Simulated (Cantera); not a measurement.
## Thermodynamics of silicon epitaxy and polysilicon growth, feed SiHCl3 + N2

A closed system holds: 1 mol SiHCl3, 7.6 mol N2, held at 1125 °C and 0.820 bar.

Cantera equilibrium calculation (NASA polynomials, part measured and part estimated; ideal gas, pure solids and liquids). Candidate condensed phases: NH4Cl, Si, Si3N4; 28 gas species. N2 is the only nitrogen source here; it is nearly inert below about 1500 K, so the nitride shown seldom forms there in practice. The tables' values for SiCl3 are old estimates; treat these amounts as uncertain. Kinetics and transport are ignored.

```yaml
x(N2): 0.833
x(HCl): 0.0913
x(SiCl4): 0.0592
x(H2): 0.0111
x(SiCl3): 0.00351
x(SiCl2): 0.000887
x(SiHCl3): 0.000507
x(Cl): 3.74e-6
n(Si3N4(s)): 0.146 mol
gas_amount: 8.769 mol
log10 activity of Si(s) (absent): -3.40
```
